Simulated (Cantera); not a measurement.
Predominance diagram of Ca at 1200 K against the partial pressures of O2 and Br2 (log10, bar). Standard-state values (1 bar) from the NASA 1993 polynomials, evaluated with Cantera. Candidates: Ca(l), CaBr2(l), CaO(s). Only these pure phases compete in this equilibrium. Not in the tables: oxide halides.

```
log p(Br2) \ log p(O2)
        columns: -28, -26.1, -24.3, -22.4, -20.5, -18.7, -16.8, -14.9, -13.1, -11.2, -9.3, -7.5, -5.6, -3.7, -1.9, 0
      1  A A A A A A A A A A A A A A A A
   -0.5  A A A A A A A A A A A A A A A A
     -2  A A A A A A A A A A A A A A A B
   -3.5  A A A A A A A A A A A A A B B B
     -5  A A A A A A A A A A A A B B B B
   -6.5  A A A A A A A A A A B B B B B B
     -8  A A A A A A A A B B B B B B B B
   -9.5  A A A A A A A B B B B B B B B B
    -11  A A A A A B B B B B B B B B B B
  -12.5  A A A A B B B B B B B B B B B B
    -14  A A B B B B B B B B B B B B B B
```

A: CaBr2(l); B: CaO(s).
